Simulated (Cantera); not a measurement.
An isothermal, constant-pressure homogeneous reactor starts with 2.77 % CO, 1.72 % O2, 0.134 % H2O, 95.4 % N2, at 1475 K and 0.320 bar.

Cantera simulation using GRI-Mech 3.0 (53 species, 325 reactions); the numbers are that mechanism's predictions, not measurements.

x: mole fraction; the columns are a selection and need not sum to one.

```csv
t (s),x CO,x O2,x H2O,x NO,x HO2,x NO2
0.000400,0.0277,0.0172,0.00134,<1e-12,3.76e-10,<1e-12
0.00142,0.0277,0.0172,0.00134,2.29e-12,?,<1e-12
0.00503,0.0236,0.0140,0.000898,1.35e-7,6.05e-7,4.08e-11
0.0178,0.0101,0.00727,0.000441,1.68e-5,4.10e-7,2.77e-9
0.0632,0.00372,0.00500,0.00108,2.59e-5,2.67e-7,4.56e-9
0.224,0.00100,0.00382,0.00129,2.77e-5,1.38e-7,8.80e-9
0.795,?,0.00345,0.00134,2.83e-5,?,?
2.82,2.89e-5,0.00338,0.00135,2.85e-5,7.02e-9,2.67e-8
10.0,5.29e-6,0.00337,0.00135,2.85e-5,1.13e-9,1.59e-8
```

Task: Complete the blanks.

Result: 
- 0.00142, x HO2: 1.01e-8
- 0.795, x CO: 0.000192
- 0.795, x HO2: 4.43e-8
- 0.795, x NO2: 1.95e-8
